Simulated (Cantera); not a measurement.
A closed system holds: 1 mol SiH4, 0.084 mol Cl2, 190 mol H2, 0.0029 mol CH4, at 150000 Pa.

Equilibrium computed with Cantera from the NASA thermochemical tables; the gas is ideal and each condensed phase is pure. Candidate condensed phases: C, C6H6, C7H8, C8H18, Si, SiC; 109 gas species. Kinetics and transport are ignored.

Task: At 827 °C, list the 3 most abundant gas species with their mole fractions, and the condensed phases.

Result: H2 0.999, HCl 0.000847, CH4 1.51e-5. Condensed: Si(s).
